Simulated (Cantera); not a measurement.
Standard-state values (1 bar) from the NASA 1993 polynomials, evaluated with Cantera. Values are per mole of reaction as written; species without (g) are pure solids or liquids, kept so even where they would boil at 1 bar.

Task: Between 300 and 1773 K, where is each reaction favourable under standard conditions?
- 3 H₂(g) + N₂(g) = 2 NH₃(g)
- 4 Cr + N₂(g) = 2 Cr₂N

Result: 
- 3 H₂(g) + N₂(g) = 2 NH₃(g): ΔG° is -32 kJ at 300 K and 306 kJ at 1773 K; it changes sign between 300 and 1473 K. ΔH° is -112 kJ and ΔS° -236 J/K at 1773 K.
- 4 Cr + N₂(g) = 2 Cr₂N: ΔG° is -204 kJ at 300 K and -2 kJ at 1773 K; it stays negative (K > 1). ΔH° is -229 kJ and ΔS° -128 J/K at 1773 K.
